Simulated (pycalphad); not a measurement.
Source of the numbers: pycalphad with the COST 507 light-alloy database (1999); pressure 1 atm. The database dates from 1999; later assessments differ in places, in temperatures and in the compounds included. Diffusion is slow at the low end, where real alloys seldom reach equilibrium.

Molar enthalpy of Ti-1.301C (wt.%) in equilibrium (SER reference):

```json
[
 {"T (°C)": "2577", "H (kJ/mol)": "104.99", "phases": "LIQUID"},
 {"T (°C)": "2377", "H (kJ/mol)": "95.93", "phases": "LIQUID"},
 {"T (°C)": "2177", "H (kJ/mol)": "86.88", "phases": "LIQUID"},
 {"T (°C)": "1977", "H (kJ/mol)": "77.83", "phases": "LIQUID"},
 {"T (°C)": "1877", "H (kJ/mol)": "73.30", "phases": "LIQUID"},
 {"T (°C)": "1777", "H (kJ/mol)": "67.67", "phases": "LIQUID + FCC_A1"},
 {"T (°C)": "1577", "H (kJ/mol)": "41.60", "phases": "BCC_A2 + FCC_A1"},
 {"T (°C)": "1477", "H (kJ/mol)": "37.79", "phases": "BCC_A2 + FCC_A1"},
 {"T (°C)": "1377", "H (kJ/mol)": "34.13", "phases": "BCC_A2 + FCC_A1"},
 {"T (°C)": "1177", "H (kJ/mol)": "27.19", "phases": "BCC_A2 + FCC_A1"},
 {"T (°C)": "977", "H (kJ/mol)": "20.72", "phases": "BCC_A2 + FCC_A1"},
 {"T (°C)": "777", "H (kJ/mol)": "10.84", "phases": "HCP_A3 + FCC_A1"},
 {"T (°C)": "577", "H (kJ/mol)": "4.26", "phases": "HCP_A3 + FCC_A1"},
 {"T (°C)": "377", "H (kJ/mol)": "-1.85", "phases": "HCP_A3 + FCC_A1"}
]
```

Cooling from 1877 °C to 1577 °C, across the freezing range, releases 31.7 kJ/mol, or 688 J/g. The slope is 45 J/(mol K) in the liquid and 38 J/(mol K) just below the solidus, where it includes any heat of precipitation. Liquidus 1822 °C, solidus 1652 °C. Changes were sought between steps of 100 K, so a narrower field can be missed.

FCC_A1 is fcc; BCC_A2 is bcc; HCP_A3 is hcp. The fcc model also describes the rock-salt carbide or nitride (TiC, TiN, HfC).
